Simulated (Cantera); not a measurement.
Feed: 1 mol PH₃, 1.4 mol H₂, 0.059 mol O₂, held at 100 Torr.

Equilibrium computed with Cantera from the NASA thermochemical tables; the gas is ideal and each condensed phase is pure. Candidate condensed phases: H₂O, P, P₄O₁₀; 17 gas species. Gases not in the tables: HPO₂, HPO₃ and P₄O₆. Rates play no part.

Question: At 1975 K, list the 4 most abundant gas species with their mole fractions, and the condensed phases.

Answer: H₂ 0.823, P₂ 0.139, H₂O 0.0214, PO 0.0121. Condensed: gas only.
